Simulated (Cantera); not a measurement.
A closed system holds: 1 mol Al₂O₃, 0.053 mol N₂, held at 2025 K and 3.60e-5 bar.

These are equilibrium values from Cantera (NASA tables, ideal gas, pure condensed phases), not measurements of a reactor. Candidate condensed phases: Al, AlN, Al₂O₃; 16 gas species. The numbers say what is thermodynamically allowed, not how fast it happens.

Problem. What is the equilibrium state?

Solution. 
```json
{
 "x(N₂)": "0.999",
 "x(O)": "0.000321",
 "x(Al)": "0.000231",
 "x(NO)": "4.80e-5",
 "x(AlO)": "4.26e-5",
 "x(Al₂O)": "6.30e-6",
 "x(O₂)": "5.68e-6",
 "n(Al₂O₃(s))": "1.000 mol",
 "gas_amount": "0.05303 mol",
 "log10 activity of Al(l) (absent)": "-5.96"
}
```
